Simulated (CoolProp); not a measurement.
A simple Rankine cycle with fluoroethane (R161): condensing at 305.15 K, boiler at 2.75 MPa, turbine inlet 449 K, turbine efficiency 0.9, pump efficiency 0.8, no recuperator. Each further row changes one setting.

Computed with CoolProp (reference Helmholtz-energy equation of state, Wu 2012).

| case | thermal efficiency (%) | net work (kJ/kg) | heat in (kJ/kg) | turbine exit temperature (K) | volume ratio over the turbine |
|---|---|---|---|---|---|
| as stated | 9.6 | 51.7 | 541 | 406.0 | 2.35 |
| condensing temperature 297.15 K | 11.4 | 63.9 | 559 | 396.5 | 2.87 |
| boiler pressure 1.92 MPa | 6.0 | 33.0 | 552 | 423.7 | 1.67 |
| turbine efficiency 0.8 | 8.4 | 45.7 | 541 | 409.6 | 2.38 |
